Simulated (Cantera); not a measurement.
A jet of 3.87 % H2, 13.6 % O2, 82.5 % N2, equivalence ratio 0.14 at 300 K and 0.0790 bar hits a platinum plate 8 cm away at a mass flux of 0.074 kg/m²/s; the plate temperature is set and raised in steps from an oxygen-covered start.

Cantera simulation using Deutschmann's 1995 Pt surface mechanism with GRI-Mech 3.0 gas chemistry; the numbers are that mechanism's predictions, not measurements. Catalytic surfaces can have several steady states; this one follows from the mechanism file's or the stated starting coverage.

One state of this run: wall x H2 = 0.00231; wall x O2 = 0.0969; wall x H2O = 0.0698; wall x OH = <1e-8; θ free Pt = 0.112; θ O* = 0.886; θ OH* = 0.00251. x: mole fraction at the wall; θ: surface coverage.

Task: Which value of plate T (K) does it belong to?
A) 700
B) 950
C) 800
D) 900

Result: C, 800
